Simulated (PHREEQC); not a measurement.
Dissolve 0.0019 mol SrCl2 and 0.0027 mol CO2 per kg of water at 25 °C. Closed to the air; pH follows from the charge balance.

The numbers come from PHREEQC with the ion-association model, phreeqc.dat.

```json
[
 {"quantity": "pH", "before": "4.46", "after": "3.96"},
 {"quantity": "ionic strength (mol/kgw)", "before": "0.00574", "after": "0.00581"}
]
```

Problem. What was changed between the two runs?
(A) CO2 from 0.0027 to 0.027 mol/kgw
(B) CO2 left out
(C) CO2 from 0.0027 to 0.00405 mol/kgw
(D) SrCl2 left out
(E) diluted 10-fold with water

Solution. A, CO2 from 0.0027 to 0.027 mol/kgw

This is a speciation only: nothing precipitates in the calculation.
